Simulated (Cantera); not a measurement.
A perfectly stirred reactor is fed with 12.0 % CH₄, 18.5 % O₂, 69.5 % N₂, at 6080 Torr; it is adiabatic with a 773 K inlet, and is followed from long to short residence time, starting on the burning branch (τ in s: 0.17, 0.088, 0.045, 0.023, 0.012, 0.0059, 0.003, 0.0015, 0.00076, 0.00039, 0.0002, 0.0001, 5.1e-05).

Model: GRI-Mech 3.0 (53 species, 325 reactions), integrated in Cantera.

Predict: blow-out, bracketed by the residence times tried; x(CH₄) at τ = 0.170 s; x(O₂) at τ = 0.170 s; x(H₂) at τ = 0.170 s; x(CH₂) at τ = 0.170 s; x(NO) at τ = 0.170 s; x(CH₄) at τ = 3.00 ms; x(O₂) at τ = 3.00 ms; x(H₂) at τ = 3.00 ms; x(CH₂) at τ = 3.00 ms; x(NO) at τ = 3.00 ms.


* **blow-out, bracketed by the residence times tried**: burning at 51.0 µs, the shortest tried
* **x(CH₄) at τ = 0.170 s**: 2.81e-6
* **x(O₂) at τ = 0.170 s**: 4.14e-5
* **x(H₂) at τ = 0.170 s**: 0.0407
* **x(CH₂) at τ = 0.170 s**: 4.16e-8
* **x(NO) at τ = 0.170 s**: 0.000245
* **x(CH₄) at τ = 3.00 ms**: 7.67e-5
* **x(O₂) at τ = 3.00 ms**: 0.000274
* **x(H₂) at τ = 3.00 ms**: 0.0407
* **x(CH₂) at τ = 3.00 ms**: 1.83e-6
* **x(NO) at τ = 3.00 ms**: 0.000423
